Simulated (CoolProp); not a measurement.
The fluid at 298.15 K and 1.24 MPa flows at 18 m/s in a round tube of 10 mm bore and 15 µm roughness, fully developed (64/Re and Nu = 3.66 if laminar; Colebrook and Gnielinski if turbulent). The same conditions are run with several fluids, on thermodynamics alone (safety and materials aside).

Values from CoolProp's reference Helmholtz-energy equation of state of each fluid (n-octane: Beckmüller 2019; n-decane: Lemmon 2006; n-nonane: Lemmon 2006; R142b: Lemmon 2006; R11: Jacobsen 1992).

```
fluid     Reynolds number  Darcy friction factor  pressure drop (Pa/m)  heat-transfer coefficient (W/(m² K))  mass flow (kg/h)
--------  ---------------  ---------------------  --------------------  ------------------------------------  ----------------
n-octane           243000                 0.0226                256000                                 24000              3560
n-decane           152000                 0.0231                272000                                 18800              3700
n-nonane           194000                 0.0228                264000                                 21400              3640
R142b              860000                 0.0220                397000                                 37300              5670
R11                607000                 0.0221                530000                                 30300              7530
```

Transport values come from each fluid's own correlations; those of R142b, R11 are estimates that may be off by 10 % or more.
